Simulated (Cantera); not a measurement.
A perfectly stirred reactor is fed with NO : N₂ = 1 : 8.5 (molar parts), at 0.138 atm; it is held at 2025 K, and followed from long to short residence time.

Cantera simulation using GRI-Mech 3.0 (53 species, 325 reactions); the numbers are that mechanism's predictions, not measurements.

### Question
Predict: x(NO) at τ = 14.0 s; x(O) at τ = 14.0 s; x(N₂) at τ = 14.0 s; x(N₂O) at τ = 14.0 s; x(O₂) at τ = 14.0 s; x(NO) at τ = 45.0 ms; x(O) at τ = 45.0 ms; x(N₂) at τ = 45.0 ms; x(N₂O) at τ = 45.0 ms; x(O₂) at τ = 45.0 ms.

### Answer
```
Property                  Value
---------------------  --------
x(NO) at τ = 14.0 s      0.0300
x(O) at τ = 14.0 s     0.000424
x(N₂) at τ = 14.0 s       0.932
x(N₂O) at τ = 14.0 s    4.52e-7
x(O₂) at τ = 14.0 s      0.0374
x(NO) at τ = 45.0 ms      0.105
x(O) at τ = 45.0 ms     7.84e-5
x(N₂) at τ = 45.0 ms      0.895
x(N₂O) at τ = 45.0 ms   4.87e-6
x(O₂) at τ = 45.0 ms   0.000139
```
